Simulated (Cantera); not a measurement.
# Low-pressure radical oxidation in H2/O2

An isothermal, constant-pressure homogeneous reactor starts with 2.15 % H2, 97.8 % O2, equivalence ratio 0.011, at 1250 K and 4.58 Torr.

Computed with Cantera and GRI-Mech 3.0 (53 species, 325 reactions). Radical loss at walls, strong at low pressure, is not modelled.

```tsv
t (s)	x H2	x O2	x OH	x HO2	x O	x H2O	x H2O2
4.00e-6	0.0215	0.978	2.30e-12	8.78e-11	2.30e-12	<1e-12	<1e-12
3.36e-5	0.0215	0.978	1.41e-10	7.38e-10	1.43e-10	5.35e-12	<1e-12
0.000283	0.0215	0.978	4.65e-9	6.21e-9	5.31e-9	1.70e-9	1.06e-12
0.00238	0.0215	0.978	6.83e-7	5.30e-8	9.44e-7	1.10e-6	7.21e-11
0.0200	0.000180	0.959	0.00188	6.75e-7	0.0173	0.0196	1.66e-8
0.168	0.000137	0.964	0.00165	6.08e-7	0.0130	0.0201	1.63e-8
1.41	2.97e-5	0.975	0.000773	2.95e-7	0.00271	0.0213	1.19e-8
11.9	1.03e-6	0.978	0.000145	3.16e-8	9.30e-5	0.0217	2.39e-9
100	4.11e-8	0.978	2.90e-5	6.28e-9	3.70e-6	0.0217	2.02e-10
```
x: mole fraction; the columns are a selection and need not sum to one.

Equilibrium at this temperature and pressure: H2 9.78e-9, O2 0.978, OH 1.41e-5, HO2 9.45e-9, O 8.82e-7, H2O 0.0218, H2O2 6.19e-11 (gas phase only).
